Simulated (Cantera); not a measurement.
A closed system holds: 1 mol CaCl2, a varied amount of H2O, 0.45 mol N2, equilibrated at 2148.15 K and 0.0405 Torr.

Equilibrium computed with Cantera from the NASA thermochemical tables; the gas is ideal and each condensed phase is pure. Candidate condensed phases: Ca, CaCl2, CaO, Ca(OH)2, H2O, NH4Cl; 36 gas species. Condensed phases not in the tables: oxide chlorides. Kinetics and transport are ignored.

**Question.** What share of the Ca ends up in condensed phases as a function of n(H2O) (mol), at 0.11, 0.18, 0.28, 0.43, 0.67, 1, 1.6, 2.5, 4, 6.2, 9.6, 15?

**Answer.** 
```
n(H2O) (mol)  Ca condensed (%)      as
------------  ----------------  ------
0.11                       4.6  CaO(s)
0.18                       8.5  CaO(s)
0.28                      13.1  CaO(s)
0.43                      18.6  CaO(s)
0.67                      25.0  CaO(s)
1                         31.3  CaO(s)
1.6                       38.8  CaO(s)
2.5                       45.6  CaO(s)
4                         51.8  CaO(s)
6.2                       55.9  CaO(s)
9.6                       57.5  CaO(s)
15                        55.5  CaO(s)
```
